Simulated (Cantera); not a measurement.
Cantera run, input and output.

```python
import numpy as np
import cantera as ct

gas = ct.Solution("gri30.yaml")
gas.TPX = 2225, 13332, {'CH4': 0.038, 'H2': 1, 'N2': 0.0042}
reactor = ct.IdealGasConstPressureReactor(gas, energy="off", clone=False)
net = ct.ReactorNet([reactor])
net.rtol, net.atol = 1e-08, 1e-18
show = ['CH4', 'H2', 'C2H', 'C2H2', 'C2H4']
times = np.geomspace(0.0003, 200, 10)

steps = ct.SolutionArray(gas, extra=["t"])
rows = []
print(f"{'t/s':>10s}{'T/K':>9s}{'P/Pa':>11s}" + "".join(f"{s:>11s}" for s in show))
for t in times:
    while net.time < t:
        t_next = net.step()
        steps.append(gas.state, t=t_next)
    rows.append([np.interp(t, steps.t, y) for y in (steps.T, steps.P, *steps(*show).X.T)])
    print(f"{t:10.3e}{rows[-1][0]:9.1f}{rows[-1][1]:11.4g}" + "".join(f"{x:11.3e}" for x in rows[-1][2:]))
rate = np.gradient(steps.T, steps.t)
print("integrator steps:", len(steps.t))
if steps.T.max() > steps.T[0] + 200:
    print(f"time of steepest temperature rise: {steps.t[rate.argmax()]:.4e} s")
gas.TPX = 2225, 13332, {'CH4': 0.038, 'H2': 1, 'N2': 0.0042}
gas.equilibrate("TP")
print(f"equilibrium (TP): T = {gas.T:.1f} K  " + "  ".join(f"{s} {gas[s].X[0]:.3e}" for s in show))
```

It prints:

```
       t/s      T/K       P/Pa        CH4         H2        C2H       C2H2       C2H4
 3.000e-04   2225.0  1.333e+04  2.655e-02  9.535e-01  7.389e-07  2.154e-03  2.245e-04
 1.331e-03   2225.0  1.333e+04  8.574e-03  9.604e-01  5.959e-06  1.222e-02  4.620e-05
 5.906e-03   2225.0  1.333e+04  1.267e-03  9.622e-01  1.001e-05  1.663e-02  6.310e-06
 2.621e-02   2225.0  1.333e+04  2.006e-04  9.613e-01  1.151e-05  1.729e-02  4.875e-06
 1.163e-01   2225.0  1.333e+04  7.811e-05  9.611e-01  1.171e-05  1.737e-02  4.828e-06
 5.160e-01   2225.0  1.333e+04  7.553e-05  9.611e-01  1.172e-05  1.737e-02  4.827e-06
 2.289e+00   2225.0  1.333e+04  7.552e-05  9.611e-01  1.171e-05  1.736e-02  4.826e-06
 1.016e+01   2225.0  1.333e+04  7.546e-05  9.611e-01  1.169e-05  1.733e-02  4.818e-06
 4.507e+01   2225.0  1.333e+04  7.522e-05  9.611e-01  1.162e-05  1.722e-02  4.787e-06
 2.000e+02   2225.0  1.333e+04  7.433e-05  9.611e-01  1.133e-05  1.680e-02  4.670e-06
integrator steps: 1147
equilibrium (TP): T = 2225.0 K  CH4 7.138e-05  H2 9.611e-01  C2H 1.036e-05  C2H2 1.536e-02  C2H4 4.269e-06
```

Computed with Cantera and GRI-Mech 3.0 (53 species, 325 reactions). GRI-Mech 3.0 stops at C3 and has no aromatics, soot or wall deposition, so with more carbon than oxygen in the feed, carbon stays in small species such as C2H2 where larger ones or solid carbon would form.
